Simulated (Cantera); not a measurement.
**Premixed flame**

A freely propagating, adiabatic, planar premixed flame of 11.8 % CH3OH, 20.0 % O2, 68.2 % N2, unburnt at 450 K and 1.30 bar; unity-Lewis-number transport, grid criteria slope 0.08 and curve 0.16, no radiation.

Computed with Cantera and GRI-Mech 3.0 (53 species, 325 reactions). GRI-Mech 3.0 was tuned for natural gas; its chemistry of methanol as a main component is partial and can be far from experiment. Unity Lewis numbers drop preferential diffusion, which matters most where H2 and H carry the flame. Burning velocities carry a grid error of a few per cent, more on coarse grids.

```tsv
z (mm)	T (K)	u (m/s)	x CH3OH	x O2	x HCN	x HCO	x CH2CO	x H
-0.877	450	0.577	0.118	0.200	<1e-8	<1e-8	<1e-8	<1e-8
-0.585	454	0.582	0.117	0.200	<1e-8	<1e-8	<1e-8	<1e-8
-0.439	468	0.600	0.116	0.198	<1e-8	<1e-8	3.29e-8	<1e-8
-0.292	544	0.701	0.109	0.191	<1e-8	<1e-8	1.74e-7	<1e-8
-0.146	916	1.21	0.0744	0.152	4.38e-8	<1e-8	8.96e-7	3.96e-8
-0.0731	1295	1.77	0.0377	0.112	8.11e-8	2.71e-6	1.66e-6	1.50e-5
0	1714	2.42	0.00301	0.0669	1.28e-7	0.000154	2.25e-6	0.00240
0.0731	1856	2.62	3.49e-6	0.0467	7.22e-8	2.70e-6	1.72e-7	0.00772
0.146	1926	2.70	<1e-8	0.0408	2.19e-8	9.60e-8	<1e-8	0.00757
0.292	2019	2.81	<1e-8	0.0359	<1e-8	4.18e-8	<1e-8	0.00560
0.585	2115	2.92	<1e-8	0.0319	<1e-8	1.59e-8	<1e-8	0.00308
1.17	2197	3.02	<1e-8	0.0286	<1e-8	<1e-8	<1e-8	0.00145
2.34	2252	3.08	<1e-8	0.0261	<1e-8	<1e-8	<1e-8	0.000692
```
x: mole fraction of selected species; z is measured from the peak of heat release.

* **laminar burning velocity**: 57.6 cm/s
* **thermal thickness**: 0.292 mm
* **peak x(HCN)**: 1.31e-7
* **peak x(HCO)**: 0.000154
* **peak x(CH2CO)**: 2.38e-6
* **peak x(H)**: 0.00792
